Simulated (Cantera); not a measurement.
Source: NASA polynomial tables (part measured, part estimated), evaluated in Cantera. Values are per mole of reaction as written; species without (g) are pure solids or liquids, kept so even where they would boil at 1 bar.

**Question.** Between 398 and 1798 K, where is each reaction favourable under standard conditions?
- PbS(g) + 2 F₂(g) ⇌ Pb(g) + SF₄(g)

**Answer.** 
- PbS(g) + 2 F₂(g) ⇌ Pb(g) + SF₄(g): ΔG° is -627 kJ at 398 K and -388 kJ at 1798 K; it stays negative (K > 1). ΔH° is -682 kJ and ΔS° -163 J/K at 1798 K.
